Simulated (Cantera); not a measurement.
A closed system holds: 1 mol TiO2, 1.2 mol MgO, 0.47 mol O2, 0.54 mol MgCl2, at 0.133 bar.

These are equilibrium values from Cantera (NASA tables, ideal gas, pure condensed phases), not measurements of a reactor. Candidate condensed phases: Mg, MgCl2, MgO, MgTiO3, MgTi2O5, Mg2TiO4, Ti, TiCl2, TiCl3, TiCl4, TiO, TiO2, Ti2O3, Ti3O5, Ti4O7; 20 gas species. Condensed phases not in the tables: TiOCl, alloys, solid solutions and most ternary compounds. Equilibrium is a limit: real reactors are often held back by kinetics, nucleation or transport. All values below are at 973 K.

Base state: Cl2 0.729, O2 0.270, Cl 0.000600, MgCl2 7.26e-5 (mole fractions); condensed: MgTiO3(s) + Mg2TiO4(s).

**Question.** What changes in the equilibrium state with this change: TiO2 replaced by SiO2?

**Answer.** 
```json
[
 {"species": "Cl2", "before": "0.729", "after": "0.729"},
 {"species": "O2", "before": "0.270", "after": "0.270"},
 {"species": "Cl", "before": "0.000600", "after": "0.000600"},
 {"species": "MgCl2", "before": "7.26e-5", "after": "3.51e-6"},
 {"species": "MgTiO3(s), mol", "before": "0.260", "after": "0"},
 {"species": "Mg2TiO4(s), mol", "before": "0.740", "after": "0"},
 {"species": "MgSiO3(s), mol", "before": "0", "after": "0.260"},
 {"species": "Mg2SiO4(s), mol", "before": "0", "after": "0.740"}
]
```
Condensed phases not in the tables: alloys, solid solutions and most ternary compounds. Further candidate phases: MgSiO3, Mg2SiO4, Si, SiO2.
